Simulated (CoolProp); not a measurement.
A single-stage vapour-compression cycle with vinyl chloride: evaporating at 215.15 K (dew point), condensing at 258.15 K (bubble point), superheat 5 K, subcooling 2 K, compressor efficiency 0.85, no pressure losses. Each further row changes one setting.

Computed with CoolProp (reference Helmholtz-energy equation of state, Thol 2022).

```tsv
case	cooling COP	pressure ratio	discharge temperature (K)	refrigerating effect (kJ/kg)	volumetric capacity (kJ/m³)
as stated	3.62	9.14	334.5	334	121
evaporating temperature 220.15 K	4.28	6.70	323.6	337	?
condensing temperature 253.15 K	4.16	7.39	?	341	124
subcooling 7 K	3.70	9.14	334.5	341	124
superheat 15 K	?	9.14	346.1	341	118
compressor efficiency 0.75	3.19	9.14	347.5	334	121
```

Question: Complete the blanks.

Answer: 
- evaporating temperature 220.15 K, volumetric capacity (kJ/m³): 164
- condensing temperature 253.15 K, discharge temperature (K): 323.0
- superheat 15 K, cooling COP: 3.55
